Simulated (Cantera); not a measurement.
## Thermodynamics of abatement and gas-phase synthesis, feed HBr + H2

Charge: 1 mol HBr, 0.13 mol H2, equilibrated at 230 Pa.

Equilibrium computed with Cantera from the NASA thermochemical tables; the gas is ideal and each condensed phase is pure. Candidate condensed phases: Br2; 5 gas species. The numbers say what is thermodynamically allowed, not how fast it happens.

```
T (K)     x HBr       x H      x Br     x H2     x Br2
-----  --------  --------  --------  -------  --------
975       0.885   8.09e-9  0.000131    0.115   2.20e-6
1175      0.880   8.72e-7   0.00317    0.116   2.09e-5
1375      0.844   2.55e-5    0.0284    0.128   8.82e-5
1575      0.716  0.000354     0.117    0.167  0.000163
1775      0.503   0.00290     0.264    0.230  0.000149
1975      0.295    0.0152     0.404    0.285   8.80e-5
2175      0.154    0.0558     0.490    0.301   4.17e-5
2375     0.0726     0.150     0.517    0.260   1.80e-5
2575     0.0306     0.298     0.501    0.170   7.53e-6
2775     0.0115     0.439     0.471   0.0789   3.33e-6
2975    0.00418     0.515     0.453   0.0285   1.69e-6
3175    0.00161     0.543     0.446  0.00983   9.65e-7
3375   0.000678     0.552     0.444  0.00362   5.99e-7
```
x: gas mole fraction; nothing condenses.

From 975 K to 3375 K nothing is condensed.
